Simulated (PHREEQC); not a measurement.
Ultrapure water in contact with air or piping

Synthetic water in mg/kgw, 63 °C, pH 6.7, pe 8.3:

| constituent | mg/kgw |
|---|---|
| Na | 0.0206 |
| K | 0.0375 |
| Ca | 0.0205 |
| Mg | 0.00211 |
| Cl | 0.0376 |
| S(6) as SO4 | 0.0242 |
| Alkalinity as HCO3 | 0.0906 |
| B | 1.63e-05 |

Valence states are taken as typed.

The numbers come from PHREEQC with the ion-association model, phreeqc.dat.

Precipitation was switched off in this run.

Problem. What charge-balance error does the model give?

Solution. charge-balance error 0.0 %.

Problem. In which forms is C present?

Solution. HCO3- 72 %, CO2 28 % of the C.

At this temperature some constants are extrapolated from 25 °C, and those without enthalpy data are left unchanged.
